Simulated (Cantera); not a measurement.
Transport properties of process gases

Gas mixture: 68.2 % O2, 31.8 % CO2, at 760 Torr, frozen composition.

Cantera's kinetic-theory transport with the Lennard-Jones parameters of GRI-Mech 3.0, ideal gas; thermal conductivity in the mixture-averaged form.

```
T (K)  ρ (kg/m³)  cp (J/kg/K)  μ (µPa s)  λ (mW/m/K)     Pr  D (cm²/s) CH3  D (cm²/s) NO  D (cm²/s) H2O
-----  ---------  -----------  ---------  ----------  -----  -------------  ------------  -------------
400         1.09        940.0       23.3        30.9  0.710          0.347         0.310          0.355
600        0.728         1031       31.7        45.8  0.714          0.707         0.624          0.767
800        0.546         1099       38.9        59.5  0.718           1.16          1.02           1.30
1000       0.437         1147       45.3        72.2  0.720           1.69          1.48           1.94
1200       0.364         1179       51.3        83.9  0.720           2.29          2.01           2.66
1400       0.312         1204       56.8        94.9  0.720           2.97          2.59           3.48
1600       0.273         1225       62.0         105  0.720           3.71          3.24           4.37
1800       0.243         1241       67.0         115  0.720           4.51          3.94           5.35
2000       0.218         1256       71.7         125  0.720           5.38          4.69           6.39
```
D: mixture-averaged diffusion coefficient of that species in the mixture.
